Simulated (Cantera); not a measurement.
Feed: 1 mol Si, 19 mol HF, 28 mol H₂, equilibrated at 1175 °C and 0.0428 Torr.

Equilibrium computed with Cantera from the NASA thermochemical tables; the gas is ideal and each condensed phase is pure. Candidate condensed phases: Si; 25 gas species. The tables' values for SiF₃, SiF₂ are old estimates; treat these amounts as uncertain. The numbers say what is thermodynamically allowed, not how fast it happens.

Problem. What is the equilibrium state?

Solution. 
```
Item                                 Result
--------------------------------  ---------
x(H₂)                                 0.650
x(HF)                                 0.327
x(SiF₄)                              0.0206
x(SiF₃)                             0.00106
x(H)                               0.000986
x(SiF₂)                             3.43e-5
x(SiHF₃)                            1.37e-5
gas amount                        46.05 mol
log10 activity of Si(s) (absent)      -6.24
```
